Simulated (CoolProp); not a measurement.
Properties of the fluoroketone C6F12O (FK-5-1-12) along the isotherm 427.1 K.

The numbers come from the reference Helmholtz-energy equation of state, McLinden 2015 in CoolProp.

```tsv
p (MPa)	phase	density (kg/m³)	cv (kJ/(kg K))	fugacity coefficient
0.085	gas	7.705	0.9620	0.9821
0.17	gas	15.71	0.9642	0.9643
0.255	gas	24.04	0.9665	0.9466
0.34	gas	32.73	0.9689	0.9290
0.425	gas	41.83	0.9714	0.9115
0.51	gas	51.40	0.9742	0.8941
0.595	gas	61.48	0.9771	0.8767
0.68	gas	72.17	0.9802	0.8593
0.765	gas	83.58	0.9837	0.8420
0.85	gas	95.83	0.9874	0.8246
0.935	gas	109.1	0.9915	0.8072
```
